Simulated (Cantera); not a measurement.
Mixture: 3.48 % C3H8, 20.2 % O2, 76.3 % N2, equivalence ratio 0.86, at 0.691 atm, adiabatic and at constant volume. Ignition delay is the time to a rise of 400 K.

Computed with Cantera and GRI-Mech 3.0 (53 species, 325 reactions). GRI-Mech 3.0 was tuned for natural gas; its chemistry of propane as a main component is partial and can be far from experiment.

Task: At T0 = 1175 K, what is the delay, and which 5 reactions control it most (d ln τ / d ln k, from doubling and halving each rate constant)?

Result: The delay is 11.5 ms.
```csv
reaction,d ln τ / d ln k,faster rate
C2H5 + CH3 (+M) <=> C3H8 (+M),-0.61,shortens it
2 CH3 (+M) <=> C2H6 (+M),0.33,lengthens it
C3H8 + H <=> C3H7 + H2,0.28,lengthens it
C3H8 + OH <=> C3H7 + H2O,0.24,lengthens it
CH3 + HO2 <=> CH3O + OH,-0.23,shortens it
```
